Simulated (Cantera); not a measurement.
Source: NASA polynomial tables (part measured, part estimated), evaluated in Cantera. Values are per mole of reaction as written; species without (g) are pure solids or liquids, kept so even where they would boil at 1 bar.

**Question.** Between 300 and 1723 K, where is each reaction favourable under standard conditions?
- Ca + H2O(g) → CaO + H2(g)

**Answer.** 
- Ca + H2O(g) → CaO + H2(g): ΔG° is -375 kJ at 300 K and -299 kJ at 1723 K; it stays negative (K > 1). ΔH° is -391 kJ and ΔS° -53 J/K at 1723 K.
